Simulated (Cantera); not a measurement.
## SO2 + H2 + O2 (abatement and gas-phase synthesis)

Charge: 1 mol SO2, 2 mol H2, 1.2 mol O2, held at 7.50 Torr.

These are equilibrium values from Cantera (NASA tables, ideal gas, pure condensed phases), not measurements of a reactor. Candidate condensed phases: H2O, H2SO4, S; 19 gas species. Equilibrium is a limit: real reactors are often held back by kinetics, nucleation or transport.

```
T (°C)  x H2O  x SO2     x SO3     x O2      x OH      x H2       x H      x SO
------  -----  -----  --------  -------  --------  --------  --------  --------
327     0.665  0.201     0.128  1.71e-6    <1e-12    <1e-12    <1e-12    <1e-12
477     0.664  0.208     0.124  0.00419  5.26e-10    <1e-12    <1e-12    <1e-12
627     0.637  0.279    0.0392   0.0441   7.09e-8  9.70e-11    <1e-12    <1e-12
777     0.627  0.306   0.00767   0.0589   1.68e-6   9.35e-9  7.84e-12  1.37e-10
927     0.626  0.311   0.00198   0.0616   1.74e-5   3.20e-7   1.12e-9   1.03e-8
1077    0.625  0.312  0.000683   0.0622  0.000107   5.12e-6   5.39e-8   2.98e-7
1227    0.625  0.312  0.000291   0.0623  0.000456   4.74e-5   1.21e-6   4.39e-6
1377    0.624  0.312  0.000145   0.0622   0.00149  0.000294   1.56e-5   3.97e-5
1527    0.620  0.312   8.16e-5   0.0620   0.00400   0.00134  0.000131  0.000248
1677    0.611  0.309   5.01e-5   0.0624   0.00919   0.00479  0.000794   0.00116
1827    0.589  0.303   3.31e-5   0.0648    0.0187    0.0137   0.00365   0.00418
1977    0.542  0.286   2.31e-5   0.0713    0.0341    0.0314    0.0132    0.0119
```
x: gas mole fraction; nothing condenses.

From 327 °C to 1977 °C nothing is condensed.
